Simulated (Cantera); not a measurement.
What does this Cantera script print?

```python
import numpy as np
import cantera as ct

surf = ct.Interface("ptcombust.yaml", "Pt_surf")
gas = surf.adjacent["gas"]
gas.TPX = 550, 260000, {'H2': 0.0023, 'O2': 0.034, 'N2': 0.79}
surf.TP = 550, 260000
reactor = ct.FlowReactor(gas, clone=False)
reactor.area = 0.0001  # m2
reactor.surface_area_to_volume_ratio = 100  # 1/m
reactor.mass_flow_rate = 0.68 * reactor.area * gas.density  # inlet velocity 0.68 m/s
reactor.energy_enabled = False
wall = ct.ReactorSurface(surf, reactor, clone=False)
net = ct.ReactorNet([reactor])
net.rtol, net.atol = 1e-8, 1e-16
show, cover = ['H2', 'O2', 'H2O'], ['PT(S)', 'H(S)', 'O(S)', 'OH(S)', 'CO(S)', 'C(S)']

rows = []
print(f"{'z/m':>9s}{'u/(m/s)':>9s}" + "".join(f"{s:>13s}" for s in show + cover))
for z in [0.00014, 0.00024, 0.00043, 0.00076, 0.0014, 0.0024, 0.0043, 0.0076, 0.014]:
    net.advance(z)
    rows.append([reactor.speed, *gas[show].X, *surf[cover].coverages])
    print(f"{z:9.4g}{rows[-1][0]:9.3g}" + "".join(f"{x:13.4e}" for x in rows[-1][1:]))
```

Result:

```
      z/m  u/(m/s)           H2           O2          H2O        PT(S)         H(S)         O(S)        OH(S)        CO(S)         C(S)
  0.00014     0.68   2.6227e-03   4.1070e-02   1.6101e-04   9.9383e-02   4.3800e-08   8.8905e-01   1.1549e-02  -3.0319e-26  -6.3266e-30
  0.00024     0.68   2.5186e-03   4.1020e-02   2.6524e-04   9.5555e-02   4.0315e-08   8.9278e-01   1.1652e-02   5.7261e-27   1.4272e-29
  0.00043     0.68   2.3417e-03   4.0935e-02   4.4239e-04   8.9028e-02   3.4740e-08   8.9918e-01   1.1771e-02   5.5542e-26  -4.0990e-30
  0.00076     0.68   2.0865e-03   4.0813e-02   6.9799e-04   7.9562e-02   2.7459e-08   9.0860e-01   1.1822e-02   3.3581e-25   2.6567e-30
   0.0014     0.68   1.7212e-03   4.0637e-02   1.0638e-03   6.5915e-02   1.8582e-08   9.2243e-01   1.1632e-02  -6.4139e-26   3.1677e-32
   0.0024     0.68   1.3501e-03   4.0459e-02   1.4354e-03   5.1931e-02   1.1385e-08   9.3697e-01   1.1084e-02  -6.8429e-26   1.0576e-30
   0.0043    0.679   9.5632e-04   4.0270e-02   1.8297e-03   3.6958e-02   5.7044e-09   9.5301e-01   1.0011e-02   2.9775e-23  -4.7065e-29
   0.0076    0.679   6.3379e-04   4.0115e-02   2.1527e-03   2.4589e-02   2.5159e-09   9.6680e-01   8.5990e-03   5.9015e-27   6.1670e-30
    0.014    0.679   3.8260e-04   3.9995e-02   2.4042e-03   1.4889e-02   9.2849e-10   9.7815e-01   6.9517e-03  -6.1179e-26   7.0889e-31
```

Cantera simulation using Deutschmann's 1995 Pt surface mechanism with GRI-Mech 3.0 gas chemistry; the numbers are that mechanism's predictions, not measurements. Catalytic surfaces can have several steady states; this one follows from the mechanism file's or the stated starting coverage. Mass transfer to the wall is taken as infinitely fast.
